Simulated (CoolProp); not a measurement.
Saturation properties of diethyl ether.

The numbers come from the reference Helmholtz-energy equation of state, Thol 2014 in CoolProp.

```tsv
T (K)	p (MPa)	liquid density (kg/m³)	enthalpy of vaporisation (kJ/kg)	surface tension (mN/m)
276.2	___	732.4	384.4	___
299.2	0.07442	706.6	365.4	16.4
322.2	0.1656	679.0	345.0	13.7
345.2	0.3260	649.3	322.5	11.1
368.3	0.5847	616.6	296.8	8.50
391.3	___	580.0	___	6.08
414.3	1.520	537.1	230.7	3.83
437.3	2.275	482.3	___	1.81
```

Q: What belongs in the gaps?

A: 
- 276.2, p (MPa): 0.02851
- 276.2, surface tension (mN/m): 19.1
- 391.3, p (MPa): 0.9706
- 391.3, enthalpy of vaporisation (kJ/kg): 267.1
- 437.3, enthalpy of vaporisation (kJ/kg): 182.6

It boils at 307.6 K under 1 atm.

Surface tension comes from a separate correlation (Mulero 2014).
